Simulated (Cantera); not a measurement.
Cantera run:

```python
import numpy as np
import cantera as ct

gas_names = [...]  # 140 gases of nasa_gas.yaml made of C, Fe, H, N, O
cond_names = """
    C(gr) C6H6(L) C7H8(L) C8H18(L),n-octa Fe(a) Fe(c) Fe(d) Fe(L) FeC5O5(L) FeO(s) FeO(L) Fe(OH)2(s)
    Fe(OH)3(s) Fe2O3(s) Fe3O4(s) H2O(s) H2O(L)
""".split()


# ... load() reads the species with a 1 bar reference pressure and builds the phases ...
atoms = {
    'Fe(CO)5': {'Fe': 1, 'C': 5, 'O': 5},
    'N2': {'N': 2},
    'H2': {'H': 2},
}
top_T = {'C(gr)': 4500, 'Fe2O3(s)': 1830, 'Fe3O4(s)': 1870}  # K; cautious upper limits of use, not melting points


# ... equilibrate(T, P, feed) seeds the gas with the atoms and calls Mixture.equilibrate('TP', solver="vcs", rtol=1e-11, max_steps=5000) ...
results = []
T = 1098  # K
P = 620  # Pa
for m in [0.2, 0.37, 0.68, 1.2, 2.3, 4.2, 7.8, 14, 26, 49]:
    feed = {'Fe(CO)5': 1, 'N2': m, 'H2': 0.32}  # mol
    mix = equilibrate(T, P, feed)
    results.append((T, P, feed, dict(zip(mix.species_names, mix.species_moles))))

top = {s: max(r[3][s] / sum(r[3][g] for g in gas_names) for r in results) for s in gas_names}
cols = sorted((s for s in top if top[s] > 1e-05), key=lambda s: -top[s])[:5]
seen = [c for c in cond_names if any(r[3].get(c, 0) > 1e-12 for r in results)]
print("log10 of partial pressures in bar; condensed amounts in mol")
print(f"{'n(N2)':>10s}" + "".join(f"{s[:9]:>10s}" for s in cols + seen))
for T, P, feed, n in results:
    ng = sum(n[g] for g in gas_names)
    print(f"{feed['N2']:10.4g}" + "".join(f"{np.log10(max(n[s] / ng * P / 1e5, 1e-99)):10.3f}" for s in cols)
          + "".join(f"{n.get(c, 0):10.4g}" for c in seen))
```

It prints:

```
log10 of partial pressures in bar; condensed amounts in mol
     n(N2)        CO        N2        H2       CO2       H2O     C(gr)     Fe(a)
       0.2    -2.251    -3.648    -3.444    -5.541    -6.732  0.002715         1
      0.37    -2.264    -3.394    -3.458    -5.568    -6.758  0.002632         1
      0.68    -2.287    -3.153    -3.481    -5.614    -6.804  0.002493         1
       1.2    -2.323    -2.943    -3.517    -5.686    -6.877   0.00229         1
       2.3    -2.391    -2.728    -3.584    -5.821    -7.012  0.001953         1
       4.2    -2.487    -2.563    -3.681    -6.014    -7.205  0.001553         1
       7.8    -2.627    -2.433    -3.820    -6.293    -7.484  0.001111         1
        14    -2.795    -2.347    -3.989    -6.629    -7.820 0.0007321         1
        26    -3.005    -2.288    -4.198    -7.049    -8.240 0.0004174         1
        49    -3.244    -2.252    -4.437    -7.527    -8.718 0.0001909         1
```

Equilibrium computed with Cantera from the NASA thermochemical tables; the gas is ideal and each condensed phase is pure. Condensed phases not in the tables: cementite and carbon dissolved in iron.
